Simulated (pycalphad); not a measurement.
Effect of Si content in Fe-Si

Source of the numbers: pycalphad with the COST 507 light-alloy database (1999); pressure 1 atm. These are 1990s assessments: newer ones move some temperatures and phases. Amounts are mole fractions of atoms. Kinetics are ignored, which matters at the lower temperatures.

| alloy | liquidus (°C) | first solid | solidus (°C) | phases at 537 °C |
|---|---|---|---|---|
| Fe-2.77Si (at.%) | 1515 | BCC_A2 | 1504 | BCC_A2 1.00 |
| Fe-3.7Si (at.%) | (withheld) | BCC_A2 | (withheld) | BCC_A2 1.00 |
| Fe-7.4Si (at.%) | 1473 | BCC_A2 | 1451 | BCC_A2 1.00 |
| Fe-14.8Si (at.%) | 1395 | BCC_A2 | 1360 | BCC_B2 1.00 |

Problem. Complete the blanks.

Solution. 
- Fe-3.7Si (at.%), liquidus (°C): 1507
- Fe-3.7Si (at.%), solidus (°C): 1493

BCC_A2 is bcc; BCC_B2 is ordered bcc (B2).
